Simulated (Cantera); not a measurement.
What does this Cantera script print?

```python
import numpy as np
import cantera as ct

gas_names = [...]  # 109 gases of nasa_gas.yaml made of C, Cl, H, Si
cond_names = """
    C(gr) C6H6(L) C7H8(L) C8H18(L),n-octa Si(cr) Si(L) SiC(b)
""".split()


# ... load() reads the species with a 1 bar reference pressure and builds the phases ...
atoms = {
    '(CH3)2SiCl2': {'C': 2, 'H': 6, 'Si': 1, 'CL': 2},
    'C2H2': {'C': 2, 'H': 2},
    'H2': {'H': 2},
}
top_T = {'C(gr)': 4500, 'SiC(b)': 3050}  # K; cautious upper limits of use, not melting points


# ... equilibrate(T, P, feed) seeds the gas with the atoms and calls Mixture.equilibrate('TP', solver="vcs", rtol=1e-11, max_steps=5000) ...
results = []
feed = {'(CH3)2SiCl2': 1, 'C2H2': 0.13, 'H2': 510}  # mol
T = 1373.15  # K
P = 8400  # Pa
mix = equilibrate(T, P, feed)
results.append((T, P, feed, dict(zip(mix.species_names, mix.species_moles))))
x = sorted(zip(gas.X, gas.species_names), reverse=True)
print(f"T = {T:g} K  P = {P:g} Pa  gas = {mix.phase_moles(0):.4g} mol")
print("   x: " + "  ".join(f"{s} {v:.3e}" for v, s in x if v > 1e-06))
print("   condensed (mol): " + ("  ".join(f"{mix.phase(i).name} {mix.phase_moles(i):.4g}"
      for i in range(1, mix.n_phases) if mix.phase_moles(i) > 1e-12) or "none"))
```

It prints:

```
T = 1373.15 K  P = 8400 Pa  gas = 513.9 mol
   x: H2 9.957e-01  HCL 3.891e-03  CH4 4.189e-04  H 1.149e-05  C2H2,acetylene 1.724e-06
   condensed (mol): C(gr) 1.043  SiC(b) 0.9999
```

These are equilibrium values from Cantera (NASA tables, ideal gas, pure condensed phases), not measurements of a reactor. The feed counts by its element totals alone.
